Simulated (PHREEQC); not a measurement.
**Polishing slurry liquid: speciation**

Make-up at 45 °C: 35 mmol/kgw KOH and 6.4 mmol/kgw KH2PO4. Closed to the air; pH follows from the charge balance.

Computed with PHREEQC (ion-association model, phreeqc.dat).

Each row changes one thing in this solution. This is a speciation only: nothing precipitates in the calculation.

| case | pH | ionic strength (mol/kgw) | PO4-3 (mol/kgw) | HPO4-2 (mol/kgw) | KHPO4- (mol/kgw) | H2PO4- (mol/kgw) |
|---|---|---|---|---|---|---|
| as made | 11.70 | 0.0539 | 0.00318 | 0.00311 | 0.000108 | 4.81e-8 |
| temperature from 45 to 15 °C | 12.62 | 0.0582 | 0.00522 | 0.00114 | 4.03e-5 | 2.55e-9 |
| temperature from 45 to 90 °C | 10.74 | 0.0499 | 0.00121 | 0.00503 | 0.000165 | 5.66e-7 |
| temperature from 45 to 50 °C | 11.58 | 0.0533 | 0.00286 | 0.00342 | 0.000118 | 6.91e-8 |
| KH2PO4 replaced by NaH2PO4 at the same molality | 11.70 | 0.0539 | 0.00318 | 0.00311 | 9.15e-5 | 4.81e-8 |
| temperature from 45 to 60 °C | 11.34 | 0.0521 | 0.00229 | 0.00397 | 0.000136 | 1.32e-7 |
| 0.0038 mol/kgw HBr added | 11.64 | 0.0534 | 0.00294 | 0.00334 | 0.000117 | 6.03e-8 |
| temperature from 45 to 75 °C | 11.02 | 0.0508 | 0.00164 | 0.00460 | 0.000155 | 2.94e-7 |
| KOH from 0.035 to 0.0315 mol/kgw | 11.65 | 0.0499 | 0.00293 | 0.00336 | 0.000110 | 6.04e-8 |

Away from 25 °C the constants follow the database's enthalpies or fits; those with neither stay at their 25 °C values.
